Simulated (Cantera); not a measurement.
An isothermal, constant-pressure homogeneous reactor starts with H2 : O2 : N2 = 1.1 : 1 : 4.2 (molar parts), at 850 K and 76000 Pa. Integrator tolerance rtol = 1e-08.

Cantera simulation using the H2/O2 subset of GRI-Mech 3.0, which has no nitrogen chemistry; the numbers are that mechanism's predictions, not measurements. Below about 950 K walls govern HO2 and H2O2 in real vessels. The temperature is held fixed by assumption; the heat of reaction is taken as removed at once.

Problem. What does this change do: temperature 850 to 875 K?

Solution. 
| quantity | before | after |
|---|---|---|
| x(H2) at 20.0 s | 0.0822 (gas-phase equilibrium <1e-12) | 0.00865 (gas-phase equilibrium <1e-12) |
| x(O2) at 20.0 s | 0.116 (gas-phase equilibrium 0.0783) | 0.0822 (gas-phase equilibrium 0.0783) |
| x(H2O) at 20.0 s | 0.101 (gas-phase equilibrium 0.191) | 0.182 (gas-phase equilibrium 0.191) |
| x(OH) at 20.0 s | 6.16e-9 (gas-phase equilibrium 4.25e-9) | 2.36e-8 (gas-phase equilibrium 8.20e-9) |
| x(O) at 20.0 s | 4.42e-9 (gas-phase equilibrium <1e-12) | 1.16e-8 (gas-phase equilibrium <1e-12) |
| x(H) at 20.0 s | 2.20e-8 (gas-phase equilibrium <1e-12) | 1.08e-8 (gas-phase equilibrium <1e-12) |
| x(H2O2) at 20.0 s | 0.000618 (gas-phase equilibrium 1.38e-11) | 0.000116 (gas-phase equilibrium 2.12e-11) |

Problem. What does this change do: pressure from 76000 Pa to 13000 Pa?

Solution. 
| quantity | before | after |
|---|---|---|
| x(H2) at 20.0 s | 0.0822 (gas-phase equilibrium <1e-12) | 0.00306 (gas-phase equilibrium <1e-12) |
| x(O2) at 20.0 s | 0.116 (gas-phase equilibrium 0.0783) | 0.0796 (gas-phase equilibrium 0.0783) |
| x(H2O) at 20.0 s | 0.101 (gas-phase equilibrium 0.191) | 0.188 (gas-phase equilibrium 0.191) |
| x(OH) at 20.0 s | 6.16e-9 (gas-phase equilibrium 4.25e-9) | 6.06e-8 (gas-phase equilibrium 6.61e-9) |
| x(O) at 20.0 s | 4.42e-9 (gas-phase equilibrium <1e-12) | 6.82e-8 (gas-phase equilibrium <1e-12) |
| x(H) at 20.0 s | 2.20e-8 (gas-phase equilibrium <1e-12) | 3.65e-8 (gas-phase equilibrium <1e-12) |
| x(H2O2) at 20.0 s | 0.000618 (gas-phase equilibrium 1.38e-11) | 6.91e-5 (gas-phase equilibrium 5.71e-12) |
Radical loss at walls, strong at low pressure, is not modelled.
